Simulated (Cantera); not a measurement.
What does this Cantera script print?

```python
import numpy as np
import cantera as ct

gas_names = [...]  # 151 gases of nasa_gas.yaml made of C, H, N, O, Si
cond_names = """
    C(gr) C6H6(L) C7H8(L) C8H18(L),n-octa H2O(s) H2O(L) Si(cr) Si(L) SiC(b) SiO2(Lqz) SiO2(hqz) SiO2(L)
    Si2N2O(s) Si3N4(a)
""".split()


# ... load() reads the species with a 1 bar reference pressure and builds the phases ...
atoms = {
    'HMDSO': {'Si': 2, 'C': 6, 'H': 18, 'O': 1},
    'N2O': {'N': 2, 'O': 1},
    'H2': {'H': 2},
}
top_T = {'C(gr)': 4500, 'SiC(b)': 3050, 'Si2N2O(s)': 2100, 'Si3N4(a)': 2400}  # K; cautious upper limits of use, not melting points


# ... equilibrate(T, P, feed) seeds the gas with the atoms and calls Mixture.equilibrate('TP', solver="vcs", rtol=1e-11, max_steps=5000) ...
results = []
feed = {'HMDSO': 1, 'N2O': 0.21, 'H2': 23}  # mol
T = 1325  # K
P = 1700  # Pa
mix = equilibrate(T, P, feed)
results.append((T, P, feed, dict(zip(mix.species_names, mix.species_moles))))
x = sorted(zip(gas.X, gas.species_names), reverse=True)
print(f"T = {T:g} K  P = {P:g} Pa  gas = {mix.phase_moles(0):.4g} mol")
print("   x: " + "  ".join(f"{s} {v:.3e}" for v, s in x if v > 1e-06))
print("   condensed (mol): " + ("  ".join(f"{mix.phase(i).name} {mix.phase_moles(i):.4g}"
      for i in range(1, mix.n_phases) if mix.phase_moles(i) > 1e-12) or "none"))
```

Output:

```
T = 1325 K  P = 1700 Pa  gas = 33.01 mol
   x: H2 9.691e-01  CO 3.052e-02  N2 2.596e-04  CH4 1.072e-04  SiO 2.603e-05  H 1.235e-05  HCN 4.137e-06  H2O 3.618e-06
   condensed (mol): C(gr) 3.392  SiC(b) 1.596  Si2N2O(s) 0.2014
```

Cantera equilibrium calculation (NASA polynomials, part measured and part estimated; ideal gas, pure solids and liquids). The feed counts by its element totals alone. Mutual solubility and eutectic melting of coexisting phases are not modelled.
